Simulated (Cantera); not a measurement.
A freely propagating, adiabatic, planar premixed flame of CH4 : C2H6 : O2 : N2 = 1 : 0.73 : 3.25 : 9.76 (molar parts), unburnt at 550 K and 2.80 bar; multicomponent transport, grid criteria slope 0.08 and curve 0.16, no radiation.

Computed with Cantera and GRI-Mech 3.0 (53 species, 325 reactions). Burning velocities carry a grid error of a few per cent, more on coarse grids.

x: mole fraction of selected species; z is measured from the peak of heat release.

| z (mm) | T (K) | u (m/s) | x CH4 | x C2H6 | x O2 | x NO2 | x HO2 | x CH3 |
|---|---|---|---|---|---|---|---|---|
| -0.428 | 550 | 0.870 | 0.0676 | 0.0494 | 0.220 | <1e-8 | 1.53e-7 | <1e-8 |
| -0.285 | 554 | 0.880 | 0.0672 | 0.0491 | 0.218 | 1.23e-8 | 2.45e-6 | <1e-8 |
| -0.214 | 566 | 0.906 | 0.0663 | 0.0487 | 0.216 | 6.39e-8 | 1.14e-5 | 2.20e-8 |
| -0.143 | (withheld) | 1.08 | 0.0627 | 0.0468 | 0.205 | 5.52e-7 | 9.84e-5 | 1.02e-6 |
| -0.0713 | (withheld) | 1.94 | 0.0462 | 0.0304 | 0.153 | 1.19e-6 | 0.000409 | 0.000401 |
| -0.0357 | (withheld) | 2.76 | 0.0295 | 0.0109 | 0.100 | 2.94e-7 | 0.000300 | 0.00293 |
| 0 | (withheld) | 3.51 | 0.0110 | 0.000629 | 0.0470 | 2.50e-8 | 8.86e-5 | 0.00437 |
| 0.0357 | 2185 | 3.89 | 0.00226 | 8.24e-6 | 0.0168 | <1e-8 | 1.59e-5 | 0.00185 |
| 0.0713 | 2258 | 4.02 | 0.000419 | 2.58e-7 | 0.00562 | <1e-8 | 3.81e-6 | 0.000495 |
| 0.143 | 2296 | 4.07 | 2.32e-5 | <1e-8 | 0.000948 | <1e-8 | 7.63e-7 | 3.27e-5 |
| 0.285 | 2318 | 4.10 | 3.87e-7 | <1e-8 | 0.000308 | <1e-8 | 3.41e-7 | 5.27e-7 |
| 0.570 | 2339 | 4.14 | <1e-8 | <1e-8 | 0.000173 | <1e-8 | 1.83e-7 | <1e-8 |
| 1.14 | 2357 | 4.16 | <1e-8 | <1e-8 | 8.62e-5 | <1e-8 | 8.14e-8 | <1e-8 |

Fill in the missing entries.


- -0.143, T (K): 661
- -0.0713, T (K): 1150
- -0.0357, T (K): 1588
- 0, T (K): 1979
